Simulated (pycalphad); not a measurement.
An equivalent pycalphad script:

```python
from pycalphad import Database, equilibrium, calculate, variables as v
import numpy as np
db = Database('COST507.tdb')
comps = ['HF', 'C', 'VA']
phases = ['BCC_A2', 'FCC_A1', 'GRAPHITE', 'HCP_A3', 'LIQUID']
eq = equilibrium(db, comps, phases, {v.X('C'): 0.0014, v.T: np.arange(3300, 499, -75), v.P: 101325, v.N: 1}, output=['HM', 'SM'])
```

CALPHAD calculation (pycalphad, COST 507 light-alloy database (1999)), 1 atm. These are 1990s assessments: newer ones move some temperatures and phases. Phase fractions are per mole of atoms. Diffusion is slow at the low end, where real alloys seldom reach equilibrium.

Results at three of the temperatures:

```
T = 3075.00 K, P = 101325 Pa, N = 1 mol of atoms
G = -274835 J/mol, H = 130656 J/mol, S = 131.87 J/(mol K)  (SER reference)
chemical potentials (J/mol): Hf -274565, C -467829
phase             fraction      x(Hf)       x(C)
LIQUID              1.0000     0.9986     0.0014
```

```
T = 2475.00 K, P = 101325 Pa, N = 1 mol of atoms
G = -198761 J/mol, H = 77369 J/mol, S = 111.57 J/(mol K)  (SER reference)
chemical potentials (J/mol): Hf -198516, C -373246
phase             fraction      x(Hf)       x(C)
BCC_A2              1.0000     0.9986     0.0014
```

```
T = 2325.00 K, P = 101325 Pa, N = 1 mol of atoms
G = -182198 J/mol, H = 71827 J/mol, S = 109.26 J/(mol K)  (SER reference)
chemical potentials (J/mol): Hf -181953, C -357569
phase             fraction      x(Hf)       x(C)
BCC_A2              1.0000     0.9986     0.0014
```

Changes of the phase set, refined by bisection:

| T (K) | phases above | phases below |
|---|---|---|
| 2503.7 | LIQUID | BCC_A2 + LIQUID |
| 2495.9 | BCC_A2 + LIQUID | BCC_A2 |
| 2249.9 | BCC_A2 | BCC_A2 + HCP_A3 |
| 2024.6 | BCC_A2 + HCP_A3 | HCP_A3 |

BCC_A2 is bcc; HCP_A3 is hcp. The fcc model also describes the rock-salt carbide or nitride (TiC, TiN, HfC).
